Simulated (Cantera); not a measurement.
An adiabatic, constant-volume homogeneous reactor starts with CO : H2 : O2 : N2 = 1 : 0.38 : 0.363 : 1.37 (molar parts), equivalence ratio 1.9, at 1425 K and 1200 Torr. Integrator tolerance rtol = 1e-08.

Model: GRI-Mech 3.0 (53 species, 325 reactions), integrated in Cantera.

Problem. What does this change do: initial temperature 1425 to 1250 K?

Solution. 
```tsv
quantity	before	after
time of steepest temperature rise	15.7 µs	32.1 µs
temperature at 0.100 s	2978 K	2935 K
equilibrium temperature	2978 K	2935 K
x(CO) at 0.100 s	0.234 (gas-phase equilibrium 0.234)	0.230 (gas-phase equilibrium 0.230)
x(H2) at 0.100 s	0.0253 (gas-phase equilibrium 0.0253)	0.0248 (gas-phase equilibrium 0.0248)
x(O2) at 0.100 s	0.00783 (gas-phase equilibrium 0.00783)	0.00591 (gas-phase equilibrium 0.00591)
x(NO2) at 0.100 s	1.39e-6 (gas-phase equilibrium 1.39e-6)	1.09e-6 (gas-phase equilibrium 1.09e-6)
x(NO) at 0.100 s	0.00702 (gas-phase equilibrium 0.00702)	0.00580 (gas-phase equilibrium 0.00580)
x(OH) at 0.100 s	0.0163 (gas-phase equilibrium 0.0163)	0.0137 (gas-phase equilibrium 0.0137)
x(N2O) at 0.100 s	5.40e-7 (gas-phase equilibrium 5.40e-7)	4.73e-7 (gas-phase equilibrium 4.73e-7)
```
